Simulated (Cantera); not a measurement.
Input: 1 mol HI, 4.9 mol H₂O, at 2123.15 K.

Equilibrium computed with Cantera from the NASA thermochemical tables; the gas is ideal and each condensed phase is pure. Candidate condensed phases: H₂O, I₂; 12 gas species. The ideal-gas law is rough above about 30 bar. Rates play no part.

log p: log10 of the partial pressure in bar; nothing condenses.

```
P (Pa)     log p H₂O     log p I    log p H₂     log p H    log p HI    log p OH    log p O₂     log p O    log p I₂
--------  ----------  ----------  ----------  ----------  ----------  ----------  ----------  ----------  ----------
10             -4.34       -4.89       -4.83       -4.86       -7.66       -5.28       -5.34       -5.46      -11.56
84             -3.27       -3.91       -4.03       -4.46       -6.27       -4.61       -4.80       -5.19       -9.60
710            -2.29       -2.97       -3.21       -4.05       -4.92       -4.03       -4.47       -5.02       -7.71
6000           -1.34       -2.04       -2.33       -3.61       -3.56       -3.53       -4.34       -4.96       -5.86
50000          -0.42       -1.14       -1.44       -3.16       -2.21       -3.05       -4.27       -4.92       -4.06
420000    (withheld)  (withheld)  (withheld)  (withheld)  (withheld)  (withheld)  (withheld)       -4.87  (withheld)
3600000   (withheld)  (withheld)  (withheld)  (withheld)  (withheld)  (withheld)  (withheld)  (withheld)  (withheld)
30000000        2.38        1.20        1.09       -1.90        1.40       -1.51       -3.73       -4.65        0.63
```

Problem. Complete the blanks.

Solution. 
- 3600000, log p H₂O: 1.45
- 3600000, log p I: 0.53
- 3600000, log p H₂: 0.27
- 3600000, log p H: -2.31
- 3600000, log p HI: 0.31
- 3600000, log p OH: -2.03
- 3600000, log p O₂: -3.96
- 3600000, log p O: -4.77
- 3600000, log p I₂: -0.72
- 420000, log p H₂O: 0.51
- 420000, log p I: -0.27
- 420000, log p H₂: -0.57
- 420000, log p H: -2.73
- 420000, log p HI: -0.91
- 420000, log p OH: -2.56
- 420000, log p O₂: -4.16
- 420000, log p I₂: -2.32
